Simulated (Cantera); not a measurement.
## Ignition delay

Mixture: 1.93 % C₃H₈, 14.0 % O₂, 84.1 % N₂, at 750000 Pa, adiabatic and at constant volume. Ignition delay is the time to a rise of 400 K.

Model: GRI-Mech 3.0 (53 species, 325 reactions), integrated in Cantera. GRI-Mech 3.0 was tuned for natural gas; its chemistry of propane as a main component is partial and can be far from experiment.

```
T0 (K)  delay (ms)
------  ----------
1273         0.672
1348         0.199
1423        0.0697
1498        0.0287
1573        0.0137
1648       0.00750
1723       0.00457
```

| Quantity | Result |
|---|---|
| apparent activation energy between 1573 and 1723 K | 170 kJ/mol |
